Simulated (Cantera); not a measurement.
A perfectly stirred reactor is fed with CH4 : C2H6 : O2 : N2 = 1 : 0.064 : 2.02 : 7.6 (molar parts), equivalence ratio 1.1, at 10.0 bar; it is adiabatic with a 723 K inlet, and is followed from long to short residence time, starting on the burning branch (τ in s: 0.063, 0.031, 0.015, 0.0076, 0.0038, 0.0019, 0.00092, 0.00045, 0.00022, 0.00011, 5.5e-05, 2.7e-05).

Model: GRI-Mech 3.0 (53 species, 325 reactions), integrated in Cantera.

x: mole fraction; the columns are a selection and need not sum to one.

| τ (s) | T (K) | x CH4 | x C2H6 | x O2 | x H | x CH3 | x C2H4 | x CH2 |
|---|---|---|---|---|---|---|---|---|
| 0.063 | 2503 | 8.73e-7 | [?] | 0.000927 | 0.000909 | 6.30e-7 | 6.03e-9 | 4.11e-8 |
| 0.031 | 2503 | 1.73e-6 | [?] | 0.000967 | 0.000924 | 1.25e-6 | 1.22e-8 | 8.26e-8 |
| 0.015 | 2501 | 3.43e-6 | [?] | 0.00105 | 0.000953 | 2.49e-6 | 2.53e-8 | 1.67e-7 |
| 0.0076 | 2499 | 6.30e-6 | [?] | 0.00118 | 0.00100 | 4.61e-6 | 4.97e-8 | 3.17e-7 |
| 0.0038 | 2495 | 1.13e-5 | [?] | 0.00142 | 0.00109 | 8.34e-6 | 9.86e-8 | 5.97e-7 |
| 0.0019 | 2487 | 1.95e-5 | [?] | 0.00181 | 0.00123 | 1.45e-5 | 1.94e-7 | 1.09e-6 |
| 0.00092 | 2475 | 3.32e-5 | [?] | 0.00245 | 0.00144 | 2.47e-5 | 3.88e-7 | 1.97e-6 |
| 0.00045 | 2457 | 5.51e-5 | [?] | 0.00337 | 0.00176 | 4.06e-5 | 7.53e-7 | 3.40e-6 |
| 0.00022 | 2432 | 9.13e-5 | [?] | 0.00468 | 0.00220 | 6.55e-5 | 1.42e-6 | 5.71e-6 |
| 0.00011 | 2401 | 0.000151 | [?] | 0.00642 | 0.00275 | 0.000104 | 2.59e-6 | 9.23e-6 |
| 5.5e-5 | 2361 | 0.000260 | [?] | 0.00878 | 0.00342 | 0.000170 | 4.74e-6 | 1.48e-5 |
| 2.7e-5 | 2308 | 0.000488 | [?] | 0.0123 | 0.00411 | 0.000295 | 9.46e-6 | 2.42e-5 |

### Question
Fill in the missing entries.

### Answer

- 0.063, x C2H6: 2.95e-9
- 0.031, x C2H6: 5.98e-9
- 0.015, x C2H6: 1.23e-8
- 0.0076, x C2H6: 2.41e-8
- 0.0038, x C2H6: 4.75e-8
- 0.0019, x C2H6: 9.34e-8
- 0.00092, x C2H6: 1.89e-7
- 0.00045, x C2H6: 3.75e-7
- 0.00022, x C2H6: 7.43e-7
- 0.00011, x C2H6: 1.44e-6
- 5.5e-5, x C2H6: 2.82e-6
- 2.7e-5, x C2H6: 5.87e-6
